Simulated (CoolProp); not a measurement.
Vapour-liquid equilibrium of R152A (1) + isobutene (2) at 77.15 °C; x and y are mole fractions of (1).

Computed with CoolProp (multi-fluid Helmholtz-energy mixture model, Outcalt 1996 and Lemmon 2005; pair parameters Bell 2016).

Problem. Give the bubble pressure and the first vapour's composition at x = 0.25, 0.45, 0.65. Is there an azeotrope?

Solution. x = 0.25: 16.73 bar, y = 0.401; x = 0.45: 19.33 bar, y = 0.567; x = 0.65: 21.07 bar, y = 0.708. y crosses x between x = 0.85 and 0.95: the model has an azeotrope there.

Pair parameters are fitted to limited data, so mixtures are less certain than the pure fluids.
